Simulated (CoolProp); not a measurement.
Vapour pressure (MPa) of isopentane: the reference equation beside estimates from Tc = 460.3 K, pc = 3.378 MPa, ω = 0.227. Clausius-Clapeyron is anchored at 373.6 K with a constant enthalpy of vaporisation of 19.79 kJ/mol.

Computed with CoolProp (reference Helmholtz-energy equation of state, Lemmon 2006). It is a short technical equation, of lower accuracy than the large ones.

| T (K) | reference | Lee-Kesler | Clausius-Clapeyron | Redlich-Kwong | Soave-Redlich-Kwong | Peng-Robinson |
|---|---|---|---|---|---|---|
| 321.2 | 0.1940 | 0.1939 | 0.2580 | 0.2874 | 0.1938 | 0.1933 |
| 338.6 | 0.3164 | 0.3177 | 0.3775 | 0.4426 | 0.3178 | 0.3153 |
| 356.1 | 0.4910 | 0.4940 | 0.5332 | 0.6508 | 0.4953 | 0.4898 |
| 373.6 | 0.7292 | 0.7338 | 0.7292 | 0.9192 | 0.7383 | 0.7290 |
| 391.1 | 1.044 | 1.049 | 0.9696 | 1.255 | 1.060 | 1.046 |
| 408.5 | 1.447 | 1.453 | 1.256 | 1.663 | 1.471 | 1.454 |
| 426 | 1.960 | 1.966 | 1.596 | 2.154 | 1.991 | 1.973 |
| 443.5 | 2.602 | 2.608 | 1.990 | 2.733 | 2.632 | 2.619 |

Absolute difference from the reference over all 8 rows, mean and median: Lee-Kesler 0.4 and 0.4 %, Clausius-Clapeyron 15.4 and 15.9 %, Redlich-Kwong 24.6 and 23.1 %, Soave-Redlich-Kwong 1.1 and 1.2 %, Peng-Robinson 0.4 and 0.4 %.
